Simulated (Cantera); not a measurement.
## Equilibrium for silicon oxide and oxynitride deposition: SiCl₄ + O₃ + N₂

Charge: 1 mol SiCl₄, 0.63 mol O₃, 1.1 mol N₂, equilibrated at 9.00e-5 bar.

Cantera equilibrium calculation (NASA polynomials, part measured and part estimated; ideal gas, pure solids and liquids). Candidate condensed phases: Si, SiO₂, Si₂N₂O, Si₃N₄; 23 gas species. The tables' values for SiCl₃, SiO₂ are old estimates; treat these amounts as uncertain. The tables hold silica as quartz up to 1696 K and as liquid above; real silica turns to tridymite and cristobalite and melts near 1996 K. Kinetics and transport are ignored.

| T (K) | x Cl | x Cl₂ | x N₂ | x SiO | x SiCl₄ | n SiO₂(β-quartz) | n SiO₂(condensed) |
|---|---|---|---|---|---|---|---|
| 998 | 0.0307 | 0.596 | 0.356 | <1e-12 | 0.0178 | 0.945 | 0 |
| 1073 | 0.0843 | 0.552 | 0.346 | <1e-12 | 0.0173 | 0.945 | 0 |
| 1148 | 0.193 | 0.465 | 0.326 | <1e-12 | 0.0163 | 0.945 | 0 |
| 1223 | 0.361 | 0.328 | 0.296 | 8.40e-12 | 0.0148 | 0.945 | 0 |
| 1298 | 0.544 | 0.180 | 0.263 | 6.63e-10 | 0.0131 | 0.945 | 0 |
| 1373 | 0.671 | 0.0767 | 0.240 | 4.45e-8 | 0.0120 | 0.945 | 0 |
| 1448 | 0.730 | 0.0290 | 0.229 | 2.40e-6 | 0.0114 | 0.945 | 0 |
| 1523 | 0.753 | 0.0110 | 0.225 | 9.51e-5 | 0.0107 | 0.945 | 0 |
| 1598 | 0.761 | 0.00442 | 0.222 | 0.00241 | 0.00785 | 0.939 | 0 |
| 1673 | 0.766 | 0.00191 | 0.213 | 0.0171 | 0.000811 | 0.901 | 0 |
| 1748 | 0.767 | 0.000877 | 0.211 | 0.0210 | 4.34e-6 | 0 | 0.890 |
| 1823 | 0.766 | 0.000428 | 0.211 | 0.0217 | 2.60e-8 | 0 | 0.887 |
| 1898 | 0.754 | 0.000214 | 0.207 | 0.0313 | 4.38e-10 | 0 | 0.832 |
x: gas mole fraction; n: condensed amount in mol.

From 998 K to 1673 K the condensed part is SiO₂(β-quartz). From 1748 K to 1898 K the condensed part is SiO₂(condensed). The main Si-bearing gas is SiCl₄ at 998 K and SiO at 1898 K.
